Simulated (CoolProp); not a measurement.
Vapour-liquid equilibrium of C2F6 (R116) (1) + R22 (2) at -54.25 °C; x and y are mole fractions of (1).

Computed with CoolProp (multi-fluid Helmholtz-energy mixture model, Lemmon 2006 and Kamei 1995; pair parameters Bell 2016).

| x | bubble pressure, mixture model (MPa) | bubble pressure, Raoult's law (MPa) | y, mixture model | y, Raoult's law |
|---|---|---|---|---|
| 0.05 | 0.1260 | 0.06461 | 0.598 | 0.241 |
| 0.125 | 0.1943 | 0.08411 | 0.748 | 0.463 |
| 0.2 | 0.2307 | 0.1036 | 0.794 | 0.602 |
| 0.275 | 0.2497 | 0.1231 | 0.814 | 0.696 |
| 0.35 | 0.2598 | 0.1426 | 0.824 | 0.765 |
| 0.425 | 0.2659 | 0.1621 | 0.831 | 0.817 |
| 0.5 | 0.2707 | 0.1816 | 0.837 | 0.858 |
| 0.575 | 0.2756 | 0.2011 | 0.844 | 0.891 |
| 0.65 | 0.2812 | 0.2207 | 0.854 | 0.918 |
| 0.725 | 0.2877 | 0.2402 | 0.869 | 0.941 |
| 0.8 | 0.2948 | 0.2597 | 0.889 | 0.960 |
| 0.875 | 0.3021 | 0.2792 | 0.919 | 0.977 |
| 0.95 | 0.3086 | 0.2987 | 0.962 | 0.991 |

The largest gap from Raoult's law is +131.0 % in bubble pressure, at x = 0.125. No azeotrope shows between x = 0.05 and 0.95.

Pair parameters are fitted to limited data, so mixtures are less certain than the pure fluids. With so large a gap from Raoult's law the liquid may split in two, which this calculation doesn't test in full.
